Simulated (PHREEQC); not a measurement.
Reverse-osmosis reject (model solution)

Synthetic water in mmol/kgw, 35 °C, pH 8.49:

```tsv
constituent	mmol/kgw
Na	109
K	0.0574
Ca	0.59
Mg	2.39
Cl	110
S(6)	2.54
Alkalinity (meq/kgw)	0.119
Sr	0.0131
Br	0.0909
```

Valence states are taken as typed.

The numbers come from PHREEQC with the Pitzer model, pitzer.dat.

No solid was allowed to form.

**Question.** What specific conductance, osmotic coefficient does the model give?

**Answer.** specific conductance 14700 µS/cm; osmotic coefficient 0.923.

**Question.** In which forms is C present?

**Answer.** HCO3- 94 %, CO3-2 4.7 %, MgCO3 1.1 %, CO2 0.5 % of the C.
